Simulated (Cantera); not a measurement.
**Adiabatic ignition**

An adiabatic, constant-pressure homogeneous reactor starts with H₂ : O₂ : N₂ : H₂O = 1 : 0.217 : 0.817 : 0.078 (molar parts), equivalence ratio 2.3, at 1025 K and 3080 Torr.

Model: GRI-Mech 3.0 (53 species, 325 reactions), integrated in Cantera. The hydrogen kinetics of GRI-Mech 3.0 are dated; newer H2 mechanisms differ, most at raised pressure.

```
t (s)     T (K)   x H₂     x O₂   x H₂O      x OH     x NO₂       x H
--------  -----  -----  -------  ------  --------  --------  --------
2.00e-6    1025  0.473    0.103  0.0369  3.59e-12    <1e-12  1.99e-10
5.70e-6    1025  0.473    0.103  0.0369  4.16e-12    <1e-12  2.26e-10
1.62e-5    1025  0.473    0.103  0.0369  4.39e-12    <1e-12  2.39e-10
4.62e-5    1025  0.473    0.103  0.0369  5.13e-12    <1e-12  2.75e-10
0.000132   1025  0.473    0.103  0.0369  7.95e-12    <1e-12  3.95e-10
0.000375   1025  0.473    0.103  0.0369  2.31e-11    <1e-12  9.25e-10
0.00107    1025  0.473    0.103  0.0369  1.98e-10    <1e-12   6.18e-9
0.00304    1027  0.473    0.103  0.0372   1.14e-8    <1e-12   2.22e-7
0.00866    2462  0.295  4.98e-6   0.268   0.00103  3.62e-10   0.00575
0.0247     2462  0.295  4.96e-6   0.268   0.00103  6.96e-10   0.00574
0.0702     2462  0.295  4.96e-6   0.268   0.00103  7.04e-10   0.00574
0.200      2462  0.295  4.96e-6   0.268   0.00103  7.04e-10   0.00574
```
x: mole fraction; the columns are a selection and need not sum to one.

The time of steepest temperature rise is 5.25 ms, the temperature at 0.200 s comes out as 2462 K and the equilibrium temperature comes out as 2462 K. The x(H₂) at 0.200 s comes out as 0.295 (gas-phase equilibrium 0.295) and the x(O₂) at 0.200 s is 4.96e-6 (gas-phase equilibrium 4.96e-6). The x(H₂O) at 0.200 s is 0.268 (gas-phase equilibrium 0.268).
